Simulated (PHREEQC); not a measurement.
Make-up at 25 °C: 0.062 mol/kgw HBr and 0.035 mol/kgw CaCl2. Closed to the air; pH follows from the charge balance.

Model: ion-association model, phreeqc.dat, run in PHREEQC.

- pH: 1.30
- ionic strength: 0.167 mol/kgw
- specific conductance: 28100 µS/cm
- density: 1.004 g/cm³
- total alkalinity: -62.0 meq/kg

```tsv
species	molality	activity	log γ
Cl-	0.0700	0.0510	-0.137
H+	0.0620	0.0499	-0.094
Br-	0.0620	0.0440	-0.149
Ca+2	0.0350	0.0118	-0.471
```

No solid was allowed to form.
